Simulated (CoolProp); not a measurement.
Octamethyltrisiloxane (MDM) along the isobar 0.101 MPa: fugacity coefficient from the reference equation and from simpler models built on Tc = 292.2 °C, pc = 1.438 MPa, ω = 0.528; each cubic takes its own stable root.

The numbers come from the reference Helmholtz-energy equation of state, Thol 2017 in CoolProp.

| T (°C) | phase | reference | van der Waals | Redlich-Kwong | Soave-Redlich-Kwong | Peng-Robinson |
|---|---|---|---|---|---|---|
| -52.45 | liquid | 3.008e-6 | 0.06076 | 0.0004956 | 4.626e-6 | 6.569e-6 |
| -44.75 | liquid | 8.327e-6 | 0.08083 | 0.0009790 | 1.205e-5 | 1.653e-5 |
| -37.15 | liquid | 2.104e-5 | 0.1051 | 0.001814 | 2.889e-5 | 3.840e-5 |
| -29.45 | liquid | 5.011e-5 | 0.1349 | 0.003223 | 6.566e-5 | 8.480e-5 |
| -21.75 | liquid | 0.0001119 | 0.1704 | 0.005476 | 0.0001407 | 0.0001770 |
| -14.05 | liquid | 0.0002356 | 0.2122 | 0.008935 | 0.0002858 | 0.0003513 |
| -6.35 | liquid | 0.0004706 | 0.2608 | 0.01406 | 0.0005533 | 0.0006655 |
| 1.35 | liquid | 0.0008957 | 0.3167 | 0.02142 | 0.001025 | 0.001209 |
| 9.05 | liquid | 0.001632 | 0.3804 | 0.03168 | 0.001823 | 0.002112 |
| 16.75 | liquid | 0.002856 | 0.4523 | 0.04560 | 0.003126 | 0.003563 |
| 24.35 | liquid | 0.004788 | 0.5317 | 0.06379 | 0.005150 | 0.005784 |
| 32.05 | liquid | 0.007814 | 0.6210 | 0.08766 | 0.008279 | 0.009172 |
| 39.75 | liquid | 0.01236 | 0.7195 | 0.1180 | 0.01293 | 0.01415 |
| 47.45 | liquid | 0.01901 | 0.8273 | 0.1560 | 0.01967 | 0.02129 |
| 55.15 | liquid | 0.02848 | 0.9272 | 0.2026 | 0.02920 | 0.03127 |

At some of these states van der Waals gives the other phase, because its saturation line lies elsewhere.
